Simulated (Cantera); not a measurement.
# Thermodynamics of carbon deposition, reforming and gasification, feed C3H6 + O2 + H2S

Charge: 1 mol C3H6, 0.27 mol O2, 0.39 mol H2S, at 0.0130 bar.

Method: chemical equilibrium by Gibbs-energy minimisation in Cantera with the NASA 1993 tables (ideal gas, pure condensed phases). Candidate condensed phases: C, C6H6, C7H8, C8H18, H2O, H2SO4, S; 123 gas species. The numbers say what is thermodynamically allowed, not how fast it happens.

From 1650 K to 1875 K the condensed part is C(graphite). The main C-bearing gas is CO throughout. The share of C in condensed phases is highest at 1650 K (77.1 %) and lowest at 1875 K (74.8 %).

```tsv
T (K)	x H2	x CO	x CS2	x CS	x H2S	x S2	x H	n C(graphite)
1650	0.810	0.131	0.0305	0.00517	0.0138	0.00633	0.000717	2.31
1675	0.810	0.131	0.0303	0.00652	0.0125	0.00636	0.000916	2.31
1700	0.809	0.131	0.0299	0.00814	0.0114	0.00634	0.00116	2.30
1725	0.809	0.131	0.0294	0.0101	0.0103	0.00629	0.00146	2.30
1750	0.808	0.131	0.0286	0.0123	0.00932	0.00619	0.00183	2.29
1775	0.807	0.130	0.0277	0.0149	0.00843	0.00605	0.00228	2.28
1800	0.806	0.130	0.0266	0.0179	0.00761	0.00587	0.00282	2.27
1825	0.804	0.130	0.0253	0.0213	0.00685	0.00563	0.00346	2.26
1850	0.802	0.129	0.0238	0.0250	0.00614	0.00535	0.00423	2.25
1875	0.800	0.129	0.0221	0.0291	0.00549	0.00503	0.00514	2.24
```
x: gas mole fraction; n: condensed amount in mol.
